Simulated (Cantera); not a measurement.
N2O furnace oxynitridation

An isothermal, constant-pressure homogeneous reactor starts with N2O : H2 : N2 = 1 : 0.0022 : 0.62 (molar parts), at 1498 K and 0.660 bar.

Model: GRI-Mech 3.0 (53 species, 325 reactions), integrated in Cantera. GRI-Mech 3.0 was tuned for natural gas; its chemistry of N2O as a main component is partial and can be far from experiment. The temperature is held fixed by assumption; the heat of reaction is taken as removed at once.

```
t (s)       x N2O      x H2    x HO2     x OH     x NO     x H2O      x H
--------  -------  --------  -------  -------  -------  --------  -------
0.000400    0.604  0.000460  1.12e-5  9.98e-5  0.00194  0.000834  7.54e-7
0.000872    0.591  0.000141  5.58e-6  7.10e-5  0.00422   0.00116  2.59e-7
0.00190     0.563   1.95e-5  2.22e-6  5.04e-5  0.00909   0.00128  1.01e-7
0.00414     0.509   5.23e-7  1.01e-6  4.66e-5   0.0188   0.00128  8.19e-8
0.00902     0.412   7.02e-8  5.06e-7  4.71e-5   0.0359   0.00123  8.80e-8
0.0197      0.270   7.04e-8  2.46e-7  4.49e-5   0.0602   0.00115  9.30e-8
0.0428      0.121   6.58e-8  1.21e-7  3.89e-5   0.0833   0.00108  8.14e-8
0.0934     0.0300   3.84e-8  6.00e-8  2.68e-5   0.0935   0.00104  3.40e-8
0.203     0.00298   1.05e-8  2.51e-8  1.27e-5   0.0944   0.00103  4.40e-9
0.443     3.65e-5   5.51e-9  1.63e-8  8.53e-6   0.0943   0.00103  1.60e-9
0.966     2.89e-6   5.45e-9  1.61e-8  8.47e-6   0.0943   0.00103  1.58e-9
2.11      2.88e-6   5.45e-9  1.61e-8  8.47e-6   0.0941   0.00103  1.58e-9
4.59      2.86e-6   5.45e-9  1.61e-8  8.47e-6   0.0938   0.00103  1.58e-9
10.0      2.83e-6   5.44e-9  1.62e-8  8.47e-6   0.0932   0.00103  1.57e-9
```
x: mole fraction; the columns are a selection and need not sum to one.

Equilibrium at this temperature and pressure: N2O 6.21e-8, H2 4.87e-9, HO2 1.90e-8, OH 8.94e-6, NO 0.00127, H2O 0.00103, H 1.49e-9 (gas phase only).
